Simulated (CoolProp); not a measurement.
Saturation properties of octamethylcyclotetrasiloxane (D4) (Tc = 586.5 K, pc = 13.47 bar, ω = 0.598).

The numbers come from the reference Helmholtz-energy equation of state, Thol 2015 in CoolProp.

| T (K) | p (bar) | enthalpy of vaporisation (kJ/kg) | vapour Z | surface tension (mN/m) |
|---|---|---|---|---|
| 318.5 | 0.005403 | 178.0 | 0.9987 | 16.5 |
| 322.5 | 0.006914 | 176.6 | 0.9984 | 16.2 |
| 326.4 | 0.008728 | 175.2 | 0.9980 | 15.9 |
| 330.4 | 0.01100 | 173.7 | 0.9976 | 15.6 |
| 334.4 | 0.01376 | 172.3 | 0.9972 | 15.3 |
| 338.4 | 0.01710 | 170.9 | 0.9966 | 15.0 |
| 342.3 | 0.02100 | 169.5 | 0.9960 | 14.7 |
| 346.3 | 0.02575 | 168.1 | 0.9953 | 14.5 |
| 350.3 | 0.03139 | 166.7 | 0.9945 | 14.2 |

It boils at 448.9 K under 1 atm.

Surface tension comes from a separate correlation (Mulero 2014), older than this fluid's equation and unchecked against measurements.
